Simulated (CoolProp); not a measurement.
A closed Brayton cycle with dry air: compressor inlet 321.15 K and 7.3 MPa, high pressure 15.4 MPa, turbine inlet 830 K, compressor efficiency 0.8, turbine efficiency 0.9, recuperator effectiveness 0.95 (on enthalpy, no pinch check). Each further row changes one setting.

The numbers come from the reference Helmholtz-energy equation of state, Lemmon 2000 in CoolProp. It is a pseudo-pure fit of the blend.

```tsv
case	thermal efficiency (%)	net work (kJ/kg)	compressor to turbine work	compressor exit (K)	turbine exit (K)
as stated	30.8	52.7	0.65	417.1	696.2
turbine inlet 780 K	___	___	0.69	417.1	___
compressor inlet 331.15 K	___	___	0.67	___	696.2
high pressure 13.1 MPa	32.0	45.7	0.62	___	723.4
recuperator effectiveness 0.5	17.3	52.7	0.65	417.1	696.2
```

### Question
Fill in the missing entries.

### Answer

- turbine inlet 780 K, thermal efficiency (%): 27.3
- turbine inlet 780 K, net work (kJ/kg): 43.6
- turbine inlet 780 K, turbine exit (K): 653.0
- compressor inlet 331.15 K, thermal efficiency (%): 29.0
- compressor inlet 331.15 K, net work (kJ/kg): 49.4
- compressor inlet 331.15 K, compressor exit (K): 430.1
- high pressure 13.1 MPa, compressor exit (K): 394.6
